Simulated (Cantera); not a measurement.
# PbO + CH4 + H2 (carbothermic reduction)

A closed system holds: 1 mol PbO, a varied amount of CH4, 1.5 mol H2, at 900 °C and 4000 Pa.

These are equilibrium values from Cantera (NASA tables, ideal gas, pure condensed phases), not measurements of a reactor. Candidate condensed phases: C, C6H6, C7H8, C8H18, H2O, Pb, PbO, PbO2, Pb3O4; 113 gas species. The numbers say what is thermodynamically allowed, not how fast it happens.

```tsv
n(CH4) (mol)	x H2	x CO	x H2O	x CO2	x Pb	n Pb(l)	n C(graphite)
0.55	0.696	0.152	0.121	0.0207	0.0106	0.966	0
0.85	0.751	0.201	0.0303	0.00637	0.0106	0.957	0
1.1	0.778	0.210	0.000232	4.93e-5	0.0106	0.950	0.0991
1.4	0.802	0.187	0.000212	3.87e-5	0.0106	0.943	0.399
1.7	0.821	0.168	0.000195	3.13e-5	0.0106	0.937	0.698
2	0.837	0.152	0.000180	2.58e-5	0.0106	0.931	0.998
2.3	0.849	0.139	0.000168	2.16e-5	0.0106	0.924	1.30
```
x: gas mole fraction; n: condensed amount in mol.

From 0.55 mol CH4 to 0.85 mol CH4 the condensed part is Pb(l). From 1.1 mol CH4 to 2.3 mol CH4 the condensed part is C(graphite) + Pb(l). The main Pb-bearing gas is Pb throughout. The share of Pb in condensed phases is highest at 0.55 mol CH4 (96.6 %) and lowest at 2.3 mol CH4 (92.4 %).
